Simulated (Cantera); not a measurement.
Input: 1 mol TEOS, 0.24 mol NO, 25 mol N₂, held at 725 K and 0.000370 bar.

Equilibrium computed with Cantera from the NASA thermochemical tables; the gas is ideal and each condensed phase is pure. Candidate condensed phases: C, C₆H₆, C₇H₈, C₈H₁₈, H₂O, Si, SiC, SiO₂, Si₂N₂O, Si₃N₄; 151 gas species. The feed counts by its element totals alone. Equilibrium is a limit: real reactors are often held back by kinetics, nucleation or transport.

**Question.** What is the equilibrium state?

**Answer.** 
| Item | Result |
|---|---|
| x(N₂) | 0.674 |
| x(H₂) | 0.267 |
| x(CO) | 0.0557 |
| x(CO₂) | 0.00166 |
| x(H₂O) | 0.00106 |
| x(CH₄) | 0.000135 |
| n(C(graphite)) | 5.86 mol |
| n(SiO₂(α-quartz)) | 1.00 mol |
| gas amount | 37.25 mol |
| log10 activity of Si(s) (absent) | -21.41 |
